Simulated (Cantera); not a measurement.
Premixed flame

A freely propagating, adiabatic, planar premixed flame of H2 : O2 : N2 : H2O = 1 : 0.877 : 3.3 : 0.33 (molar parts), equivalence ratio 0.57, unburnt at 425 K and 975 Torr; unity-Lewis-number transport, grid criteria slope 0.08 and curve 0.16, no radiation.

Detailed kinetics in Cantera: the H2/O2 subset of GRI-Mech 3.0, which has no nitrogen chemistry. Unity Lewis numbers drop preferential diffusion, which matters most where H2 and H carry the flame. Burning velocities carry a grid error of a few per cent, more on coarse grids. Lean hydrogen flames are cellular in practice and burn faster than this planar one.

| z (mm) | T (K) | u (m/s) | x H2 | x O2 | x H2O | x OH | x O | x HO2 |
|---|---|---|---|---|---|---|---|---|
| -0.648 | 425 | 1.35 | 0.182 | 0.159 | 0.0599 | <1e-8 | <1e-8 | 2.35e-7 |
| -0.432 | 426 | 1.35 | 0.181 | 0.159 | 0.0601 | <1e-8 | <1e-8 | 1.42e-6 |
| -0.324 | 430 | 1.37 | 0.181 | 0.159 | 0.0605 | <1e-8 | 4.56e-8 | 5.46e-6 |
| -0.216 | 452 | 1.43 | 0.179 | 0.158 | 0.0633 | 5.51e-8 | 4.87e-7 | 3.31e-5 |
| -0.108 | 650 | 2.04 | 0.156 | 0.147 | 0.0892 | 4.08e-5 | 3.56e-5 | 0.000297 |
| -0.0540 | 942 | 2.90 | 0.116 | 0.129 | 0.132 | 0.000591 | 0.000494 | 0.000280 |
| 0 | 1257 | 3.78 | 0.0604 | 0.103 | 0.189 | 0.00283 | 0.00301 | 0.000145 |
| 0.0540 | 1457 | 4.32 | 0.0242 | 0.0839 | 0.226 | 0.00615 | 0.00569 | 9.04e-5 |
| 0.108 | 1562 | 4.59 | 0.0124 | 0.0774 | 0.241 | 0.00754 | 0.00571 | 6.66e-5 |
| 0.216 | 1660 | 4.84 | 0.00631 | 0.0749 | 0.251 | 0.00722 | 0.00373 | 4.36e-5 |
| 0.432 | 1726 | 5.01 | 0.00284 | 0.0744 | 0.258 | 0.00544 | 0.00169 | 2.31e-5 |
| 0.864 | 1760 | 5.10 | 0.00104 | 0.0745 | 0.262 | 0.00349 | 0.000617 | 9.67e-6 |
| 1.73 | 1775 | 5.13 | 0.000345 | 0.0748 | 0.264 | 0.00207 | 0.000207 | 3.64e-6 |
x: mole fraction of selected species; z is measured from the peak of heat release.

| Item | Result |
|---|---|
| laminar burning velocity | 135 cm/s |
| thermal thickness | 0.216 mm |
| peak x(OH) | 0.00767 |
| peak x(O) | 0.00596 |
| peak x(HO2) | 0.000350 |
| grid points | 109 |
